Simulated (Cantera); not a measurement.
V2O3 + H2 (hydrogen reduction and annealing atmospheres)

Feed: 1 mol V2O3, 1.2 mol H2, held at 1.20 bar.

Method: chemical equilibrium by Gibbs-energy minimisation in Cantera with the NASA 1993 tables (ideal gas, pure condensed phases). Candidate condensed phases: H2O, V, VO, V2O3, V2O4, V2O5; 12 gas species. Mutual solubility and eutectic melting of coexisting phases are not modelled. VO: taken at fixed stoichiometry. Condensed phases not in the tables: the oxides between V2O3 and V2O5 other than VO2. Rates play no part.

```
T (°C)   x H2   x H2O       x H    x VO2     x OH     x VO       x V  n VO(s)  n V2O3(s)  n VO(l)
------  -----  ------  --------  -------  -------  -------  --------  -------  ---------  -------
1502    0.987  0.0131  0.000262  2.15e-7  2.17e-7  3.10e-8  3.06e-10   0.0314      0.984        0
1527    0.985  0.0144  0.000324  3.51e-7  3.13e-7  5.07e-8  5.21e-10   0.0346      0.983        0
1552    0.984  0.0158  0.000399  5.64e-7  4.48e-7  8.18e-8  8.73e-10   0.0380      0.981        0
1577    0.982  0.0173  0.000487  8.94e-7  6.35e-7  1.30e-7   1.44e-9   0.0416      0.979        0
1602    0.980  0.0189  0.000593  1.40e-6  8.92e-7  2.04e-7   2.35e-9   0.0454      0.977        0
1627    0.979  0.0206  0.000717  2.16e-6  1.24e-6  3.16e-7   3.77e-9   0.0495      0.975        0
1652    0.977  0.0224  0.000862  3.30e-6  1.71e-6  4.83e-7   5.97e-9   0.0538      0.973        0
1677    0.975  0.0243   0.00103  4.98e-6  2.34e-6  7.31e-7   9.35e-9   0.0584      0.971        0
1702    0.972  0.0263   0.00123  7.43e-6  3.17e-6  1.09e-6   1.45e-8   0.0632      0.968        0
1727    0.970  0.0284   0.00146  1.10e-5  4.27e-6  1.62e-6   2.21e-8   0.0682      0.966        0
1752    0.968  0.0306   0.00173  1.60e-5  5.71e-6  2.37e-6   3.35e-8   0.0735      0.963        0
1777    0.965  0.0329   0.00203  2.32e-5  7.57e-6  3.44e-6   5.01e-8   0.0790      0.960        0
1802    0.961  0.0365   0.00238  3.39e-5  1.03e-5  4.85e-6   7.02e-8        0      0.956   0.0879
```
x: gas mole fraction; n: condensed amount in mol.

From 1502 °C to 1777 °C the condensed part is VO(s) + V2O3(s). At 1802 °C the condensed part is VO(l) + V2O3(s). The main V-bearing gas is VO2 throughout.
